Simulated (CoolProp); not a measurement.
Properties of R1224YDZ along the isotherm 188.75 °C (Tc = 155.5 °C, pc = 3.334 MPa, ω = 0.325).

Model: reference Helmholtz-energy equation of state, Akasaka 2023, in CoolProp.

| p (MPa) | phase | cp (kJ/(kg K)) | cv (kJ/(kg K)) | Joule-Thomson coefficient (K/MPa) |
|---|---|---|---|---|
| 0.104 | gas | 1.005 | 0.9464 | 7.317 |
| 0.208 | gas | 1.009 | 0.9476 | 7.393 |
| 0.313 | gas | 1.013 | 0.9490 | 7.471 |
| 0.417 | gas | 1.017 | 0.9503 | 7.550 |
| 0.521 | gas | 1.021 | 0.9517 | 7.631 |
| 0.625 | gas | 1.026 | 0.9531 | 7.714 |
| 0.729 | gas | 1.031 | 0.9546 | 7.799 |
| 0.834 | gas | 1.036 | 0.9561 | 7.887 |
| 0.938 | gas | 1.041 | 0.9577 | 7.976 |
| 1.04 | gas | 1.047 | 0.9593 | 8.066 |
| 1.15 | gas | 1.053 | 0.9610 | 8.165 |
| 1.25 | gas | 1.059 | 0.9627 | 8.257 |
| 1.35 | gas | 1.066 | 0.9644 | 8.351 |
| 1.46 | gas | 1.073 | 0.9664 | 8.457 |
| 1.56 | gas | 1.080 | 0.9682 | 8.555 |
| 1.67 | gas | 1.089 | 0.9703 | 8.666 |
